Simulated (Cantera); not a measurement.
**Formation from one mole of O2**

Standard-state values (1 bar) from the NASA 1993 polynomials, evaluated with Cantera. Values are per mole of reaction as written; species without (g) are pure solids or liquids, kept so even where they would boil at 1 bar.

4 Al + O2(g) = 2 Al2O(g)

```json
[
 {"T (K)": "300", "ΔH° (kJ)": "-290.4", "ΔS° (J/K)": "186.2", "ΔG° (kJ)": "-346.3", "log10 K": "60.29", "condensed phases": "Al(s)"},
 {"T (K)": "673", "ΔH° (kJ)": "-299.8", "ΔS° (J/K)": "166.2", "ΔG° (kJ)": "-411.7", "log10 K": "31.95", "condensed phases": "Al(s)"},
 {"T (K)": "873", "ΔH° (kJ)": "-307.1", "ΔS° (J/K)": "156.8", "ΔG° (kJ)": "-444.0", "log10 K": "26.57", "condensed phases": "Al(s)"},
 {"T (K)": "1073", "ΔH° (kJ)": "-358.4", "ΔS° (J/K)": "102.2", "ΔG° (kJ)": "-468.0", "log10 K": "22.78", "condensed phases": "Al(l)"},
 {"T (K)": "1273", "ΔH° (kJ)": "-366.5", "ΔS° (J/K)": "95.3", "ΔG° (kJ)": "-487.7", "log10 K": "20.01", "condensed phases": "Al(l)"},
 {"T (K)": "1473", "ΔH° (kJ)": "-374.5", "ΔS° (J/K)": "89.4", "ΔG° (kJ)": "-506.2", "log10 K": "17.95", "condensed phases": "Al(l)"},
 {"T (K)": "1673", "ΔH° (kJ)": "-382.6", "ΔS° (J/K)": "84.2", "ΔG° (kJ)": "-523.5", "log10 K": "16.35", "condensed phases": "Al(l)"},
 {"T (K)": "1873", "ΔH° (kJ)": "-390.8", "ΔS° (J/K)": "79.6", "ΔG° (kJ)": "-539.9", "log10 K": "15.06", "condensed phases": "Al(l)"},
 {"T (K)": "2073", "ΔH° (kJ)": "-398.9", "ΔS° (J/K)": "75.5", "ΔG° (kJ)": "-555.4", "log10 K": "14.00", "condensed phases": "Al(l)"},
 {"T (K)": "2273", "ΔH° (kJ)": "-407.2", "ΔS° (J/K)": "71.7", "ΔG° (kJ)": "-570.1", "log10 K": "13.10", "condensed phases": "Al(l)"},
 {"T (K)": "2473", "ΔH° (kJ)": "-415.5", "ΔS° (J/K)": "68.2", "ΔG° (kJ)": "-584.1", "log10 K": "12.34", "condensed phases": "Al(l)"}
]
```

Nb + O2(g) = NbO2

| T (K) | ΔH° (kJ) | ΔS° (J/K) | ΔG° (kJ) | log10 K | condensed phases |
|---|---|---|---|---|---|
| 300 | -794.9 | -187.1 | -738.8 | 128.64 | Nb(s), NbO2(s) |
| 673 | -791.1 | -179.3 | -670.4 | 52.03 | Nb(s), NbO2(s) |
| 873 | -787.6 | -174.8 | -635.0 | 37.99 | Nb(s), NbO2(s) |
| 1073 | -782.8 | -169.9 | -600.5 | 29.23 | Nb(s), NbO2(s) |
| 1273 | -774.4 | -162.4 | -567.6 | 23.29 | Nb(s), NbO2(s) |
| 1473 | -770.9 | -159.9 | -535.4 | 18.99 | Nb(s), NbO2(s) |
| 1673 | -767.7 | -157.8 | -503.6 | 15.72 | Nb(s), NbO2(s) |
| 1873 | -764.9 | -156.3 | -472.2 | 13.17 | Nb(s), NbO2(s) |
| 2073 | -762.5 | -155.0 | -441.1 | 11.11 | Nb(s), NbO2(s) |
| 2273 | -667.4 | -111.3 | -414.4 | 9.52 | Nb(s), NbO2(l) |
| 2473 | -663.7 | -109.8 | -392.3 | 8.29 | Nb(s), NbO2(l) |

Ta + O2(g) = TaO2(g)

```tsv
T (K)	ΔH° (kJ)	ΔS° (J/K)	ΔG° (kJ)	log10 K
300	-200.9	33.6	-210.9	36.73
673	-203.7	27.2	-222.0	17.23
873	-205.0	25.5	-227.3	13.60
1073	-206.4	24.0	-232.2	11.30
1273	-208.0	22.7	-236.9	9.72
1473	-209.6	21.5	-241.3	8.56
1673	-211.5	20.3	-245.5	7.66
1873	-213.5	19.2	-249.4	6.96
2073	-215.7	18.1	-253.1	6.38
2273	-218.1	16.9	-256.6	5.90
2473	-220.9	15.8	-259.9	5.49
```
